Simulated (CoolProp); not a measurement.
Vapour pressure (kPa) of ethanol: the reference equation beside estimates from Tc = 514.7 K, pc = 6268 kPa, ω = 0.644. Clausius-Clapeyron is anchored at 398.7 K with a constant enthalpy of vaporisation of 34.77 kJ/mol.

The numbers come from the reference Helmholtz-energy equation of state, Schroeder 2014 in CoolProp.

| T (K) | reference | Lee-Kesler | Clausius-Clapeyron | van der Waals | Redlich-Kwong | Soave-Redlich-Kwong | Peng-Robinson |
|---|---|---|---|---|---|---|---|
| 339.2 | 60.91 | 60.56 | 80.06 | 916.9 | 322.3 | 60.48 | 63.44 |
| 359 | 134.9 | 135.5 | 158.0 | 1234 | 531.6 | 135.7 | 139.7 |
| 378.8 | 271.2 | 272.5 | 290.6 | 1614 | 824.9 | 273.9 | 277.9 |
| 398.7 | 504.2 | 503.7 | 504.2 | 2066 | 1220 | 508.5 | 510.7 |
| 418.5 | 871.7 | 863.7 | 828.2 | 2589 | 1728 | 876.4 | 874.2 |
| 438.3 | 1420 | 1397 | 1301 | 3188 | 2365 | 1425 | 1415 |
| 458.2 | 2205 | 2161 | 1969 | 3870 | 3149 | 2210 | 2191 |
| 478 | 3272 | 3214 | 2873 | 4631 | 4084 | 3283 | 3257 |
| 497.8 | 4689 | 4648 | 4069 | 5477 | 5186 | 4712 | 4690 |

Absolute difference from the reference over all 9 rows, mean and median: Lee-Kesler 1.0 and 0.9 %, Clausius-Clapeyron 11.7 and 10.7 %, van der Waals 386.7 and 197.0 %, Redlich-Kwong 145.8 and 98.2 %, Soave-Redlich-Kwong 0.6 and 0.5 %, Peng-Robinson 1.5 and 0.6 %.
